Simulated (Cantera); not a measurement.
# PbO + CO + H₂ (iron carbonyl, mercury and lead vapours)

Input: 1 mol PbO, 1.2 mol CO, 0.77 mol H₂, held at 873.15 K and 0.133 bar.

Equilibrium computed with Cantera from the NASA thermochemical tables; the gas is ideal and each condensed phase is pure. Candidate condensed phases: C, C₆H₆, C₇H₈, C₈H₁₈, H₂O, Pb, PbO, PbO₂, Pb₃O₄; 113 gas species. Kinetics and transport are ignored.

```
Quantity                                   Result
--------------------------------------  ---------
x(CO₂)                                      0.368
x(H₂)                                       0.248
x(CO)                                       0.242
x(H₂O)                                      0.142
x(CH₄)                                   0.000880
x(Pb)                                     4.79e-6
n(Pb(l))                                1.000 mol
gas amount                              1.967 mol
log10 activity of C(graphite) (absent)      -0.62
log10 activity of PbO₂(s) (absent)         -18.20
```
